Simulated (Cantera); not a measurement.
**Adiabatic ignition**

An adiabatic, constant-pressure homogeneous reactor starts with 4.41 % CH₄, 0.181 % C₂H₆, 20.1 % O₂, 75.3 % N₂, equivalence ratio 0.47, at 1373 K and 5.40 bar.

Cantera simulation using GRI-Mech 3.0 (53 species, 325 reactions); the numbers are that mechanism's predictions, not measurements.

| t (s) | T (K) | x CH₄ | x C₂H₆ | x O₂ | x HCO | x CO₂ |
|---|---|---|---|---|---|---|
| 7.00e-6 | 1373 | 0.0441 | 0.00180 | 0.201 | <1e-12 | 2.41e-11 |
| 2.14e-5 | 1373 | 0.0440 | 0.00180 | 0.201 | 9.72e-12 | 8.06e-10 |
| 6.54e-5 | 1373 | 0.0440 | 0.00179 | 0.201 | 2.52e-10 | 3.79e-8 |
| 0.000200 | 1377 | 0.0433 | 0.00176 | 0.200 | 1.00e-8 | 1.75e-6 |
| 0.000612 | 2331 | <1e-12 | <1e-12 | 0.105 | 7.46e-11 | 0.0466 |
| 0.00187 | 2330 | <1e-12 | <1e-12 | 0.105 | 7.38e-11 | 0.0466 |
| 0.00572 | 2327 | <1e-12 | <1e-12 | 0.104 | 7.18e-11 | 0.0467 |
| 0.0175 | 2321 | <1e-12 | <1e-12 | 0.103 | 6.73e-11 | 0.0467 |
| 0.0535 | 2312 | <1e-12 | <1e-12 | 0.101 | 6.14e-11 | 0.0467 |
| 0.164 | 2309 | <1e-12 | <1e-12 | 0.1000 | 5.95e-11 | 0.0467 |
| 0.500 | 2309 | <1e-12 | <1e-12 | 0.0999 | 5.94e-11 | 0.0467 |
x: mole fraction; the columns are a selection and need not sum to one.

time of steepest temperature rise: 0.423 ms
temperature at 0.500 s: 2309 K
equilibrium temperature: 2309 K
x(CH₄) at 0.500 s: <1e-12 (gas-phase equilibrium <1e-12)
x(C₂H₆) at 0.500 s: <1e-12 (gas-phase equilibrium <1e-12)
x(O₂) at 0.500 s: 0.0999 (gas-phase equilibrium 0.0999)
